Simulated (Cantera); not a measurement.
**Transport properties of process gases**

Gas mixture: 100 % C2H2, at 37.0 Pa, frozen composition.

Cantera's kinetic-theory transport with the Lennard-Jones parameters of GRI-Mech 3.0, ideal gas; thermal conductivity in the mixture-averaged form.

| T (K) | ρ (kg/m³) | cp (J/kg/K) | μ (µPa s) | λ (mW/m/K) | Pr | D (cm²/s) C2H2 | D (cm²/s) CH4 | D (cm²/s) H |
|---|---|---|---|---|---|---|---|---|
| 400 | 0.000290 | 1931 | 13.6 | 35.7 | 0.734 | 0.000 | 821 | 4260 |
| 500 | 0.000232 | 2101 | 16.4 | 46.6 | 0.737 | 0.000 | 1220 | 6350 |
| 600 | 0.000193 | 2232 | 18.9 | 57.2 | 0.737 | 0.000 | 1690 | 8760 |
| 700 | 0.000166 | 2340 | 21.2 | 67.5 | 0.735 | 0.000 | 2210 | 11500 |
| 800 | 0.000145 | 2436 | 23.4 | 77.7 | 0.734 | 0.000 | 2780 | 14400 |
| 900 | 0.000129 | 2526 | 25.5 | 87.7 | 0.734 | 0.000 | 3390 | 17600 |
D: mixture-averaged diffusion coefficient of that species in the mixture.
